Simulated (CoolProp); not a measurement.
Vapour-liquid equilibrium of R124 (1) + R142b (2) at 744 kPa; x and y are mole fractions of (1).

Computed with CoolProp (multi-fluid Helmholtz-energy mixture model, de Vries 1995 and Lemmon 2006; pair parameters Bell 2016).

```json
[
 {"x": "0.05", "bubble temperature (K)": "326.3", "y at the bubble point": "0.054", "dew temperature at overall composition x (K)": "326.4", "liquid density (mol/L)": "10.24"},
 {"x": "0.2", "bubble temperature (K)": "325.8", "y at the bubble point": "0.213", "dew temperature at overall composition x (K)": "325.8", "liquid density (mol/L)": "10.08"},
 {"x": "0.35", "bubble temperature (K)": "325.2", "y at the bubble point": "0.369", "dew temperature at overall composition x (K)": "325.2", "liquid density (mol/L)": "9.932"},
 {"x": "0.5", "bubble temperature (K)": "324.5", "y at the bubble point": "0.523", "dew temperature at overall composition x (K)": "324.6", "liquid density (mol/L)": "9.783"},
 {"x": "0.65", "bubble temperature (K)": "323.8", "y at the bubble point": "0.674", "dew temperature at overall composition x (K)": "323.9", "liquid density (mol/L)": "9.636"},
 {"x": "0.8", "bubble temperature (K)": "322.9", "y at the bubble point": "0.820", "dew temperature at overall composition x (K)": "323.1", "liquid density (mol/L)": "9.492"},
 {"x": "0.95", "bubble temperature (K)": "321.9", "y at the bubble point": "0.957", "dew temperature at overall composition x (K)": "322.0", "liquid density (mol/L)": "9.350"}
]
```

No azeotrope shows between x = 0.05 and 0.95.

The pair parameters rest on a limited set of measurements; away from them the model extrapolates.
